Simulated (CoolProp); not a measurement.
Ammonia at 293.15 K and 0.0847 MPa is compressed adiabatically to 0.377 MPa with isentropic efficiency 0.75. Each further row changes one setting.

The numbers come from the reference Helmholtz-energy equation of state, Gao 2020 in CoolProp.

```
case             work (kJ/kg)  final temperature (K)  final density (kg/m³)
---------------  ------------  ---------------------  ---------------------
as stated                 336                  445.5                   1.75
efficiency 1              252                  410.1                   1.91
efficiency 0.65           388                  466.9                   1.67
```
